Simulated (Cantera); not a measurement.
Input: 1 mol PbO, 0.82 mol O2, 0.23 mol N2, at 4.10 mbar.

These are equilibrium values from Cantera (NASA tables, ideal gas, pure condensed phases), not measurements of a reactor. Candidate condensed phases: Pb, PbO, PbO2, Pb3O4; 12 gas species. Gases not in the tables: (PbO)n polymers. Rates play no part.

x: gas mole fraction; n: condensed amount in mol.

```tsv
T (°C)	x O2	x PbO	x N2	x Pb	x NO	x O	n PbO(yellow)	n PbO(l)
502	0.781	4.38e-9	0.219	<1e-12	1.31e-6	<1e-12	1.00	0
577	0.781	2.03e-7	0.219	7.85e-12	4.57e-6	1.02e-11	1.00	0
652	0.781	?	0.219	?	?	?	1.000	0
727	0.781	7.43e-5	0.219	4.14e-8	3.18e-5	2.17e-9	1.000	0
802	0.780	0.000751	0.219	1.20e-6	6.84e-5	1.81e-8	0.999	0
877	0.777	?	0.218	?	?	?	0.994	0
952	0.759	0.0275	0.213	0.000251	0.000233	5.73e-7	0	0.970
1027	0.693	0.110	0.194	0.00215	0.000357	2.30e-6	0	0.867
1102	0.477	0.374	0.131	0.0167	0.000387	6.87e-6	0	0.316
```

Problem. Complete the blanks.

Solution. 
- 652, x PbO: 4.97e-6
- 652, x Pb: 8.13e-10
- 652, x NO: 1.30e-5
- 652, x O: 1.85e-10
- 877, x PbO: 0.00555
- 877, x Pb: 2.24e-5
- 877, x NO: 0.000133
- 877, x O: 1.14e-7
